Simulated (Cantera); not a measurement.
A Cantera script and what it prints.

```python
import numpy as np
import cantera as ct

gas_names = [...]  # 113 gases of nasa_gas.yaml made of C, H, O, Ti
cond_names = """
    C(gr) C6H6(L) C7H8(L) C8H18(L),n-octa H2O(s) H2O(L) Ti(a) Ti(b) Ti(L) TiC(s) TiC(L) TiO(a) TiO(b)
    TiO(L) TiO2(ru) TiO2(L) Ti2O3(a) Ti2O3(b) Ti2O3(L) Ti3O5(a) Ti3O5(b) Ti3O5(L) Ti4O7(s) Ti4O7(L)
""".split()


# ... load() reads the species with a 1 bar reference pressure and builds the phases ...
atoms = {
    'Ti(OiPr)4': {'Ti': 1, 'C': 12, 'H': 28, 'O': 4},
    'C3H8': {'C': 3, 'H': 8},
    'H2': {'H': 2},
    'CH4': {'C': 1, 'H': 4},
}
top_T = {'C(gr)': 4500}  # K; cautious upper limits of use, not melting points


# ... equilibrate(T, P, feed) seeds the gas with the atoms and calls Mixture.equilibrate('TP', solver="vcs", rtol=1e-11, max_steps=5000) ...
results = []
feed = {'Ti(OiPr)4': 1, 'C3H8': 0.051, 'H2': 130, 'CH4': 1.7}  # mol
P = 1000  # Pa
for T in [1348, 1448, 1548, 1648, 1748, 1848, 1948, 2048, 2148, 2248]:
    mix = equilibrate(T, P, feed)
    results.append((T, P, feed, dict(zip(mix.species_names, mix.species_moles))))
    x = sorted(zip(gas.X, gas.species_names), reverse=True)
    print(f"T = {T:g} K  P = {P:g} Pa  gas = {mix.phase_moles(0):.4g} mol")
    print("   x: " + "  ".join(f"{s} {v:.3e}" for v, s in x if v > 0.001))
    print("   condensed (mol): " + ("  ".join(f"{mix.phase(i).name} {mix.phase_moles(i):.4g}"
          for i in range(1, mix.n_phases) if mix.phase_moles(i) > 1e-12) or "none"))
```

Result:

```
T = 1348 K  P = 1000 Pa  gas = 151.6 mol
   x: H2 9.735e-01  CO 2.638e-02
   condensed (mol): C(gr) 8.844  TiC(s) 1
T = 1448 K  P = 1000 Pa  gas = 151.6 mol
   x: H2 9.735e-01  CO 2.638e-02
   condensed (mol): C(gr) 8.847  TiC(s) 1
T = 1548 K  P = 1000 Pa  gas = 151.6 mol
   x: H2 9.733e-01  CO 2.638e-02
   condensed (mol): C(gr) 8.845  TiC(s) 1
T = 1648 K  P = 1000 Pa  gas = 151.7 mol
   x: H2 9.727e-01  CO 2.637e-02
   condensed (mol): C(gr) 8.838  TiC(s) 1
T = 1748 K  P = 1000 Pa  gas = 151.8 mol
   x: H2 9.713e-01  CO 2.635e-02  H 2.252e-03
   condensed (mol): C(gr) 8.818  TiC(s) 1
T = 1848 K  P = 1000 Pa  gas = 152 mol
   x: H2 9.682e-01  CO 2.632e-02  H 5.217e-03
   condensed (mol): C(gr) 8.776  TiC(s) 1
T = 1948 K  P = 1000 Pa  gas = 152.4 mol
   x: H2 9.622e-01  CO 2.624e-02  H 1.108e-02
   condensed (mol): C(gr) 8.694  TiC(s) 1
T = 2048 K  P = 1000 Pa  gas = 153.3 mol
   x: H2 9.511e-01  CO 2.610e-02  H 2.184e-02
   condensed (mol): C(gr) 8.546  TiC(s) 1
T = 2148 K  P = 1000 Pa  gas = 154.7 mol
   x: H2 9.321e-01  H 4.024e-02  CO 2.585e-02  C2H2,acetylene 1.785e-03
   condensed (mol): C(gr) 8.298  TiC(s) 0.9998
T = 2248 K  P = 1000 Pa  gas = 157.1 mol
   x: H2 9.018e-01  H 6.976e-02  CO 2.546e-02  C2H2,acetylene 2.987e-03
   condensed (mol): C(gr) 7.908  TiC(s) 0.9991
```

These are equilibrium values from Cantera (NASA tables, ideal gas, pure condensed phases), not measurements of a reactor. The feed counts by its element totals alone. TiC: taken at fixed stoichiometry.
